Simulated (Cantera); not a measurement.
Predominance diagram of Pb at 1525 K against the partial pressures of S2 and F2 (log10, bar). Standard-state values (1 bar) from the NASA 1993 polynomials, evaluated with Cantera. Candidates: Pb(l), PbF2(l), PbS(l). Only these pure phases compete in this equilibrium. 

```
log p(F2) \ log p(S2)
        columns: -11, -10.5, -10, -9.4, -8.9, -8.4, -7.9, -7.3, -6.8, -6.3, -5.8, -5.2, -4.7, -4.2, -3.7, -3.1, -2.6, -2.1, -1.6, -1, -0.5, 0
      0  A A A A A A A A A A A A A A A A A A A A A A
   -2.7  A A A A A A A A A A A A A A A A A A A A A A
   -5.3  A A A A A A A A A A A A A A A A A A A A A A
     -8  A A A A A A A A A A A A A A A A A A A A A A
  -10.7  A A A A A A A A A A A A A A A A A A A A A A
  -13.3  A A A A A A A A A A A A A A A A A A A A A A
    -16  B B B B B B B B B B B B B B B B B B B C C C
  -18.7  D D D D D D D D D D D D D D D D D C C C C C
  -21.3  D D D D D D D D D D D D D D D D D C C C C C
    -24  D D D D D D D D D D D D D D D D D C C C C C
```

A: out of reach (another gas would pass 10 bar, or a non-metal would condense); B: PbF2(l); C: PbS(l); D: Pb(l).
